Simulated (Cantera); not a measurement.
Charge: 1 mol C, a varied amount of H2O, 42 mol N2, held at 0.225 Torr.

Cantera equilibrium calculation (NASA polynomials, part measured and part estimated; ideal gas, pure solids and liquids). Candidate condensed phases: C, C6H6, C7H8, C8H18, H2O; 136 gas species. Equilibrium is a limit: real reactors are often held back by kinetics, nucleation or transport.

Stable condensed phases, one row left out:

```
T in °C \ n(H2O) in mol
         0.14  0.3 0.46 0.62 0.78 0.94  1.1  1.3
   2402     A    A    A    A    A    A    A    A
   2352     A    A    A    A    A    A    A    A
   2302     A    A    A    A    A    A    A    A
   2252     B    A    A    A    A    A    A    A
   2152     B    B    B    B    A    A    A    A
   2102     B    B    B    B    B    A    A    A
   2052     B    B    B    B    B    A    A    A
   2002     B    B    B    B    B    A    A    A
   1952     B    B    B    B    B    A    A    A
```

A: gas only; B: C.

**Question.** Give the row for 2202 °C.

**Answer.** 0.14: C; 0.3: C; 0.46: C; 0.62: gas only; 0.78: gas only; 0.94: gas only; 1.1: gas only; 1.3: gas only.
